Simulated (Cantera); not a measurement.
A Cantera script and what it prints.

```python
import numpy as np
import cantera as ct

gas_names = """
    CL CL2 H HCL H2 Si SiCL SiCL2 SiCL3 SiCL4 SiH SiHCL3 SiH2 SiH2CL2 SiH3 SiH3CL SiH4 Si2 Si3
""".split()
cond_names = """
    Si(cr) Si(L)
""".split()


# ... load() reads the species with a 1 bar reference pressure and builds the phases ...
atoms = {
    'Si': {'Si': 1},
    'Cl2': {'CL': 2},
    'H2': {'H': 2},
}
top_T = {}  # K; cautious upper limits of use, not melting points


# ... equilibrate(T, P, feed) seeds the gas with the atoms and calls Mixture.equilibrate('TP', solver="vcs", rtol=1e-11, max_steps=5000) ...
results = []
feed = {'Si': 1, 'Cl2': 1.5, 'H2': 1.7}  # mol
P = 460000  # Pa
for T in [748, 798, 848, 898, 948, 998, 1048]:
    mix = equilibrate(T, P, feed)
    results.append((T, P, feed, dict(zip(mix.species_names, mix.species_moles))))

top = {s: max(r[3][s] / sum(r[3][g] for g in gas_names) for r in results) for s in gas_names}
cols = sorted((s for s in top if top[s] > 1e-06), key=lambda s: -top[s])[:8]
seen = [c for c in cond_names if any(r[3].get(c, 0) > 1e-12 for r in results)]
print("log10 of partial pressures in bar; condensed amounts in mol")
print(f"{'T/K':>10s}" + "".join(f"{s[:9]:>10s}" for s in cols + seen))
for T, P, feed, n in results:
    ng = sum(n[g] for g in gas_names)
    print(f"{T:10.4g}" + "".join(f"{np.log10(max(n[s] / ng * P / 1e5, 1e-99)):10.3f}" for s in cols)
          + "".join(f"{n.get(c, 0):10.4g}" for c in seen))
```

Result:

```
log10 of partial pressures in bar; condensed amounts in mol
       T/K        H2     SiCL4    SiHCL3       HCL   SiH2CL2     SiCL3     SiCL2    SiH3CL    Si(cr)
       748     0.473    -0.008    -0.210    -2.682    -1.548    -4.093    -5.903    -3.538    0.1636
       798     0.473    -0.005    -0.218    -2.369    -1.525    -3.631    -5.204    -3.470    0.1649
       848     0.473    -0.003    -0.226    -2.094    -1.506    -3.225    -4.588    -3.410    0.1663
       898     0.473    -0.001    -0.233    -1.851    -1.490    -2.864    -4.043    -3.359    0.1679
       948     0.472    -0.000    -0.241    -1.634    -1.476    -2.543    -3.557    -3.315    0.1698
       998     0.471    -0.000    -0.249    -1.439    -1.466    -2.255    -3.121    -3.276     0.172
      1048     0.470    -0.001    -0.258    -1.264    -1.458    -1.996    -2.728    -3.243    0.1746
```

Equilibrium computed with Cantera from the NASA thermochemical tables; the gas is ideal and each condensed phase is pure. The tables' values for SiCl3 are old estimates; treat these amounts as uncertain.
